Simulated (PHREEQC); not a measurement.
Solution (25 °C): 130 mmol/kgw ZnCl2, 54 mmol/kgw Na2SO4 and 0.11 mmol/kgw Al2(SO4)3. Closed to the air; pH follows from the charge balance.

Model: ion-association model, wateq4f.dat, run in PHREEQC.

This is a speciation only: nothing precipitates in the calculation.

### Question
Estimate the pH, ionic strength, activity of water.

### Answer
pH 4.82; ionic strength 0.405 mol/kgw; activity of water 0.991.

### Question
In which forms is Cl present?

### Answer
Cl- 93 %, ZnCl+ 5.7 %, ZnCl2 1.1 %, ZnCl3- 0.5 % of the Cl.

The solution is supersaturated, for example in Basaluminite, Gibbsite (slow to form), so a real one may precipitate; this is no full list.
